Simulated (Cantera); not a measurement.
An adiabatic, constant-pressure homogeneous reactor starts with 5.09 % CO, 3.10 % H2, 3.31 % CH4, 16.7 % O2, 71.8 % N2, at 1200 K and 0.350 bar.

Computed with Cantera and GRI-Mech 3.0 (53 species, 325 reactions).

### Question
Predict: time of steepest temperature rise; temperature at 0.300 s; equilibrium temperature; x(CO) at 0.300 s; x(H2) at 0.300 s; x(O) at 0.300 s; x(NO2) at 0.300 s; x(H) at 0.300 s.

### Answer
```
Item                                                                   Value
---------------------------------  -----------------------------------------
time of steepest temperature rise                                    1.48 ms
temperature at 0.300 s                                                2347 K
equilibrium temperature                                               2346 K
x(CO) at 0.300 s                     0.00843 (gas-phase equilibrium 0.00843)
x(H2) at 0.300 s                     0.00177 (gas-phase equilibrium 0.00177)
x(O) at 0.300 s                      0.00270 (gas-phase equilibrium 0.00269)
x(NO2) at 0.300 s                    2.91e-6 (gas-phase equilibrium 2.97e-6)
x(H) at 0.300 s                    0.000878 (gas-phase equilibrium 0.000877)
```
